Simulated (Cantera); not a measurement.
Input: 1 mol SiCl₄, 2.5 mol Cl₂, 0.51 mol H₂, held at 1200 K and 0.470 bar.

Method: chemical equilibrium by Gibbs-energy minimisation in Cantera with the NASA 1993 tables (ideal gas, pure condensed phases). Candidate condensed phases: Si; 19 gas species. Rates play no part.

Base state: Cl₂ 0.493, HCl 0.254, SiCl₄ 0.249, Cl 0.00484 (mole fractions); condensed: gas only.

What changes in the equilibrium state with this change: temperature from 1200 K to 1525 K?


```json
[
 {"species": "Cl₂", "before": "0.493", "after": "0.446"},
 {"species": "HCl", "before": "0.254", "after": "0.246"},
 {"species": "SiCl₄", "before": "0.249", "after": "0.241"},
 {"species": "Cl", "before": "0.00484", "after": "0.0672"},
 {"species": "SiCl₃", "before": "7.50e-8", "after": "2.29e-5"}
]
```
The tables' values for SiCl₃ are old estimates; treat these amounts as uncertain.

What changes in the equilibrium state with this change: pressure from 0.470 bar to 1.00 bar?


| species | before | after |
|---|---|---|
| Cl₂ | 0.493 | 0.494 |
| HCl | 0.254 | 0.254 |
| SiCl₄ | 0.249 | 0.249 |
| Cl | 0.00484 | 0.00332 |
